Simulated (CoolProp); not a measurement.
Saturation properties of R141b (Tc = 204.4 °C, pc = 4212 kPa, ω = 0.220).

Computed with CoolProp (reference Helmholtz-energy equation of state, Lemmon 2006). It is a short technical equation, of lower accuracy than the large ones.

| T (°C) | p (kPa) | liquid density (kg/m³) | liquid cp (kJ/(kg K)) |
|---|---|---|---|
| 100.95 | 691.8 | 1070 | 1.301 |
| 106.65 | 783.5 | 1056 | 1.317 |
| 112.35 | 883.9 | 1041 | 1.335 |
| 118.15 | 995.4 | 1026 | 1.354 |
| 123.85 | 1115 | 1010 | 1.375 |
| 129.55 | 1244 | 994.0 | 1.398 |
| 135.35 | 1387 | 976.9 | 1.425 |
| 141.05 | 1539 | 959.3 | 1.454 |
| 146.85 | 1705 | 940.5 | 1.488 |
| 152.55 | 1882 | 921.1 | 1.527 |
| 158.25 | 2071 | 900.5 | 1.574 |
| 164.05 | 2278 | 878.2 | 1.633 |
| 169.75 | 2496 | 854.4 | 1.707 |
| 175.45 | 2730 | 828.5 | 1.807 |
| 181.25 | 2985 | 799.0 | 1.954 |

It boils at 32.0 °C under 1 atm.
